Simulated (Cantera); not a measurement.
A freely propagating, adiabatic, planar premixed flame of H₂ : O₂ : N₂ = 1 : 0.549 : 2.07 (molar parts), unburnt at 475 K and 120000 Pa; mixture-averaged transport, grid criteria slope 0.08 and curve 0.16, no radiation.

Detailed kinetics in Cantera: the H2/O2 subset of GRI-Mech 3.0, which has no nitrogen chemistry. Burning velocities carry a grid error of a few per cent, more on coarse grids.

Task: What does this change do: H2 1 to 0.75 parts?

Result: 
```
quantity                    before     after
------------------------  --------  --------
laminar burning velocity  448 cm/s  296 cm/s
thermal thickness         0.333 mm  0.313 mm
peak x(HO₂)               0.000444  0.000419
peak x(H₂O₂)               4.80e-5   4.88e-5
peak x(O)                   0.0119    0.0102
```
Lean hydrogen flames are cellular in practice and burn faster than this planar one.
